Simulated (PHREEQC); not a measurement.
Dissolve 0.84 mol/kgw KCl, 0.0029 mol/kgw Na2B4O7 and 9.5e-05 mol/kgw H4SiO4 at 25 °C. It is in equilibrium with CO2 at log p = -3.4 (atm). Otherwise closed; pH follows from the charge balance.

Model: Pitzer model, pitzer.dat, run in PHREEQC.

| quantity | before | after |
|---|---|---|
| pH | 8.47 | 6.93 |
| B(OH)3 (mol/kgw) | 0.00893 | 0.000115 |
| HCO3- (mol/kgw) | 0.00279 | 5.73e-5 |
| B(OH)4- (mol/kgw) | 0.00263 | 6.20e-7 |
| CO3-2 (mol/kgw) | 0.000178 | 3.00e-8 |
| H4SiO4 (mol/kgw) | 8.72e-5 | 9.49e-7 |
| SI of SiO2(a) (SiO2) | -1.36 | -3.36 |
| SI of Sylvite (KCl) | -1.48 | -5.14 |

Q: What was changed between the two runs?
A) diluted 100-fold with water
B) Na2B4O7 from 0.0029 to 0.00319 mol/kgw
C) diluted 5-fold with water
D) temperature from 25 to 85 °C

A: A, diluted 100-fold with water

This is a speciation only: nothing precipitates in the calculation.
